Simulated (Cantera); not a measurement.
Premixed flame

A freely propagating, adiabatic, planar premixed flame of 6.76 % CH₄, 19.6 % O₂, 73.6 % N₂, unburnt at 375 K and 0.148 atm; mixture-averaged transport, grid criteria slope 0.08 and curve 0.16, no radiation.

Model: GRI-Mech 3.0 (53 species, 325 reactions), integrated in Cantera. Burning velocities carry a grid error of a few per cent, more on coarse grids.

| z (mm) | T (K) | u (m/s) | x CH₄ | x O₂ | x HO₂ | x O | x N₂O | x CH₂CO |
|---|---|---|---|---|---|---|---|---|
| -7.53 | 375 | 0.561 | 0.0675 | 0.196 | 2.08e-8 | <1e-8 | <1e-8 | <1e-8 |
| -5.02 | 376 | 0.562 | 0.0675 | 0.196 | 2.87e-7 | <1e-8 | <1e-8 | <1e-8 |
| -3.77 | 379 | 0.568 | 0.0672 | 0.195 | 2.10e-6 | <1e-8 | <1e-8 | <1e-8 |
| -2.51 | 418 | 0.627 | 0.0650 | 0.193 | 2.53e-5 | 1.47e-7 | <1e-8 | 2.91e-8 |
| -1.26 | 738 | 1.12 | 0.0481 | 0.169 | 5.27e-5 | 1.24e-5 | <1e-8 | 1.83e-6 |
| -0.628 | 1081 | 1.65 | 0.0277 | 0.138 | 8.00e-5 | 0.000143 | <1e-8 | 1.14e-5 |
| 0 | 1407 | 2.16 | 0.00743 | 0.101 | 9.96e-5 | 0.00123 | 1.31e-8 | 1.92e-5 |
| 0.628 | 1538 | 2.36 | 0.000730 | 0.0794 | 1.89e-5 | 0.00408 | 2.38e-8 | 3.35e-6 |
| 1.26 | 1574 | 2.41 | 4.05e-5 | 0.0717 | 5.06e-6 | 0.00571 | 3.18e-8 | 1.39e-7 |
| 2.51 | 1614 | 2.46 | 1.02e-7 | 0.0670 | 3.76e-6 | 0.00618 | 3.71e-8 | <1e-8 |
| 5.02 | 1664 | 2.52 | <1e-8 | 0.0645 | 3.17e-6 | 0.00557 | 4.00e-8 | <1e-8 |
| 10.0 | 1725 | 2.61 | <1e-8 | 0.0630 | 2.46e-6 | 0.00421 | 4.62e-8 | <1e-8 |
| 20.1 | 1783 | 2.69 | <1e-8 | 0.0619 | 1.69e-6 | 0.00268 | 5.73e-8 | <1e-8 |
x: mole fraction of selected species; z is measured from the peak of heat release.

| Property | Value |
|---|---|
| laminar burning velocity | 56.1 cm/s |
| thermal thickness | 2.51 mm |
| peak x(HO₂) | 0.000115 |
| peak x(O) | 0.00619 |
| peak x(CH₂CO) | 2.07e-5 |
| grid points | 142 |
